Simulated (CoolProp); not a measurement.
A simple Rankine cycle with R11: condensing at 303.15 K, boiler at 2.03 MPa, turbine inlet 422.7 K, turbine efficiency 0.7, pump efficiency 0.6, no recuperator. Each further row changes one setting.

Computed with CoolProp (reference Helmholtz-energy equation of state, Jacobsen 1992).

```json
[
 {"case": "as stated", "thermal efficiency (%)": "15.0", "net work (kJ/kg)": "…", "heat in (kJ/kg)": "228", "turbine exit temperature (K)": "327.7", "volume ratio over the turbine": "…"},
 {"case": "turbine inlet 442.7 K", "thermal efficiency (%)": "15.3", "net work (kJ/kg)": "37.5", "heat in (kJ/kg)": "246", "turbine exit temperature (K)": "…", "volume ratio over the turbine": "16.2"},
 {"case": "condensing temperature 295.15 K", "thermal efficiency (%)": "15.9", "net work (kJ/kg)": "37.5", "heat in (kJ/kg)": "…", "turbine exit temperature (K)": "321.3", "volume ratio over the turbine": "22.3"},
 {"case": "boiler pressure 1.42 MPa", "thermal efficiency (%)": "13.8", "net work (kJ/kg)": "…", "heat in (kJ/kg)": "…", "turbine exit temperature (K)": "346.8", "volume ratio over the turbine": "11.0"},
 {"case": "turbine efficiency 0.6", "thermal efficiency (%)": "…", "net work (kJ/kg)": "…", "heat in (kJ/kg)": "228", "turbine exit temperature (K)": "336.1", "volume ratio over the turbine": "17.6"}
]
```

Problem. What belongs in the gaps?

Solution. 
- as stated, net work (kJ/kg): 34.1
- as stated, volume ratio over the turbine: 17.1
- turbine inlet 442.7 K, turbine exit temperature (K): 350.4
- condensing temperature 295.15 K, heat in (kJ/kg): 235
- boiler pressure 1.42 MPa, net work (kJ/kg): 33.0
- boiler pressure 1.42 MPa, heat in (kJ/kg): 239
- turbine efficiency 0.6, thermal efficiency (%): 12.7
- turbine efficiency 0.6, net work (kJ/kg): 29.0
